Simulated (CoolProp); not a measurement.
Properties of methanol along the isobar 0.101 MPa (Tc = 513.4 K, pc = 8.216 MPa, ω = 0.565).

Values from CoolProp's reference Helmholtz-energy equation of state, de Reuck 1993.

| T (K) | phase | density (kg/m³) | cv (kJ/(kg K)) | isothermal compressibility (1/MPa) | expansivity (1/kK) | viscosity (µPa s) | Prandtl number |
|---|---|---|---|---|---|---|---|
| 306.2 | liquid | 778.8 | 2.154 | 0.001336 | 1.212 | 485 | 6.31 |
| 325.8 | liquid | 760.0 | 2.273 | 0.001538 | 1.279 | 376 | 5.26 |
| 345.5 | gas | 1.169 | 2.161 | 10.46 | 4.313 | 11.1 | 1.51 |
| 365.1 | gas | 1.090 | 1.456 | 10.15 | 3.161 | 11.8 | 0.967 |
| 384.8 | gas | 1.028 | 1.392 | 10.07 | 2.832 | 12.4 | 0.882 |
| 404.4 | gas | 0.9742 | 1.411 | 10.02 | 2.630 | 13.1 | 0.854 |
| 424.1 | gas | 0.9265 | 1.447 | 9.997 | 2.471 | 13.8 | 0.838 |
| 443.7 | gas | 0.8839 | 1.488 | 9.977 | 2.338 | 14.5 | 0.827 |
| 463.4 | gas | 0.8451 | 1.533 | 9.962 | 2.221 | 15.1 | 0.819 |
| 483 | gas | 0.8099 | 1.578 | 9.951 | 2.118 | 15.8 | 0.813 |
| 502.7 | gas | 0.7775 | 1.624 | 9.943 | 2.026 | 16.5 | 0.808 |
| 522.3 | gas | 0.7479 | 1.669 | 9.936 | 1.943 | 17.2 | 0.803 |
| 542 | gas | 0.7203 | 1.714 | 9.932 | 1.867 | 17.8 | 0.799 |
| 561.6 | gas | 0.6949 | 1.759 | 9.928 | 1.797 | 18.5 | 0.796 |
| 581.3 | gas | 0.6712 | 1.803 | 9.925 | 1.733 | 19.2 | 0.793 |

Viscosity comes from a separate model (Xiang 2006). Thermal conductivity comes from a separate model (Sykioti 2013).
